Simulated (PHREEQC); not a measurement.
# Brine: speciation

Solution (20 °C): 4.9 mol NaOH and 0.085 mol Na2SO4 per kg of water. Closed to the air; pH follows from the charge balance.

Model: Pitzer model, pitzer.dat, run in PHREEQC.

Precipitation was switched off in this run.

Problem. Estimate the pH, osmotic coefficient, density.

Solution. pH 15.08; osmotic coefficient 1.311; density 1.179 g/cm³.

In brines, pH and single-ion activities rest on the MacInnes convention.
